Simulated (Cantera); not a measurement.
A freely propagating, adiabatic, planar premixed flame of CH4 : C2H6 : C3H8 : O2 : N2 = 1 : 0.13 : 0.72 : 5.05 : 19 (molar parts), equivalence ratio 1.2, unburnt at 475 K and 101000 Pa; mixture-averaged transport, grid criteria slope 0.08 and curve 0.16, no radiation.

Model: GRI-Mech 3.0 (53 species, 325 reactions), integrated in Cantera. GRI-Mech 3.0 was tuned for natural gas; its chemistry of propane as a main component is partial and can be far from experiment. Burning velocities carry a grid error of a few per cent, more on coarse grids.

Q: Predict: laminar burning velocity; thermal thickness; peak x(H2O2); peak x(CH3); peak x(H2).

A: 
```
Quantity                     Result
------------------------  ---------
laminar burning velocity  93.2 cm/s
thermal thickness          0.305 mm
peak x(H2O2)                1.75e-5
peak x(CH3)                 0.00347
peak x(H2)                   0.0353
```
